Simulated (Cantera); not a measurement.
A closed system holds: 1 mol MgCO₃, 2.3 mol H₂, 0.052 mol O₂, equilibrated at 723 K and 1000 Pa.

Method: chemical equilibrium by Gibbs-energy minimisation in Cantera with the NASA 1993 tables (ideal gas, pure condensed phases). Candidate condensed phases: C, C₆H₆, C₇H₈, C₈H₁₈, H₂O, Mg, MgCO₃, MgO, Mg(OH)₂; 116 gas species. Equilibrium is a limit: real reactors are often held back by kinetics, nucleation or transport.

Base state: H₂ 0.540, CO₂ 0.203, H₂O 0.150, CO 0.0956, CH₄ 0.0110 (mole fractions); condensed: MgO(s).

Problem. What changes in the equilibrium state with this change: pressure from 1000 Pa to 32.0 Pa?

Solution. 
```csv
species,before,after
H₂,0.540,0.560
CO₂,0.203,0.198
H₂O,0.150,0.137
CH₄,0.0110,1.51e-5
CO,0.0956,0.105
"MgO(s), mol",1.00,1.00
```

Problem. What changes in the equilibrium state with this change: H₂ from 2.3 to 0.035 mol?

Solution. 
| species | before | after |
|---|---|---|
| CO₂ | 0.203 | 0.935 |
| H₂O | 0.150 | 0.0327 |
| O₂ | <1e-9 | 0.0323 |
| H₂ | 0.540 | <1e-9 |
| CO | 0.0956 | <1e-9 |
| CH₄ | 0.0110 | <1e-9 |
| MgO(s), mol | 1.00 | 1.00 |
